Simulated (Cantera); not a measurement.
Stirred combustor or abatement burner

A perfectly stirred reactor is fed with 10.2 % CH3OH, 18.9 % O2, 70.9 % N2, equivalence ratio 0.81, at 7.01 atm; it is adiabatic with a 400 K inlet, and is followed from long to short residence time, starting on the burning branch (τ in s: 0.13, 0.068, 0.035, 0.018, 0.0092, 0.0048, 0.0025, 0.0013, 0.00065, 0.00034, 0.00017, 8.9e-05, 4.6e-05).

Model: GRI-Mech 3.0 (53 species, 325 reactions), integrated in Cantera. GRI-Mech 3.0 was tuned for natural gas; its chemistry of methanol as a main component is partial and can be far from experiment.

```json
[
 {"τ (s)": "0.13", "T (K)": "2118", "x CH3OH": "2.89e-7", "x O2": "0.0332", "x OH": "0.00194", "x NO": "0.00130", "x CO2": "0.0962"},
 {"τ (s)": "0.068", "T (K)": "2119", "x CH3OH": "5.41e-7", "x O2": "0.0335", "x OH": "0.00198", "x NO": "0.000819", "x CO2": "0.0961"},
 {"τ (s)": "0.035", "T (K)": "2118", "x CH3OH": "1.02e-6", "x O2": "0.0337", "x OH": "0.00204", "x NO": "0.000489", "x CO2": "0.0960"},
 {"τ (s)": "0.018", "T (K)": "2117", "x CH3OH": "1.88e-6", "x O2": "0.0339", "x OH": "0.00214", "x NO": "0.000293", "x CO2": "0.0958"},
 {"τ (s)": "0.0092", "T (K)": "2114", "x CH3OH": "3.39e-6", "x O2": "0.0340", "x OH": "0.00231", "x NO": "0.000183", "x CO2": "0.0955"},
 {"τ (s)": "0.0048", "T (K)": "2109", "x CH3OH": "5.82e-6", "x O2": "0.0343", "x OH": "0.00255", "x NO": "0.000123", "x CO2": "0.0950"},
 {"τ (s)": "0.0025", "T (K)": "2101", "x CH3OH": "9.70e-6", "x O2": "0.0346", "x OH": "0.00288", "x NO": "8.77e-5", "x CO2": "0.0943"},
 {"τ (s)": "0.0013", "T (K)": "2089", "x CH3OH": "1.58e-5", "x O2": "0.0352", "x OH": "0.00331", "x NO": "6.52e-5", "x CO2": "0.0931"},
 {"τ (s)": "0.00065", "T (K)": "2071", "x CH3OH": "2.59e-5", "x O2": "0.0360", "x OH": "0.00383", "x NO": "4.83e-5", "x CO2": "0.0913"},
 {"τ (s)": "0.00034", "T (K)": "2047", "x CH3OH": "4.12e-5", "x O2": "0.0372", "x OH": "0.00434", "x NO": "3.63e-5", "x CO2": "0.0889"},
 {"τ (s)": "0.00017", "T (K)": "2013", "x CH3OH": "6.82e-5", "x O2": "0.0390", "x OH": "0.00484", "x NO": "2.63e-5", "x CO2": "0.0854"},
 {"τ (s)": "8.9e-5", "T (K)": "1970", "x CH3OH": "0.000113", "x O2": "0.0416", "x OH": "0.00514", "x NO": "1.90e-5", "x CO2": "0.0807"},
 {"τ (s)": "4.6e-5", "T (K)": "1908", "x CH3OH": "0.000207", "x O2": "0.0456", "x OH": "0.00501", "x NO": "1.24e-5", "x CO2": "0.0734"}
]
```
x: mole fraction; the columns are a selection and need not sum to one.
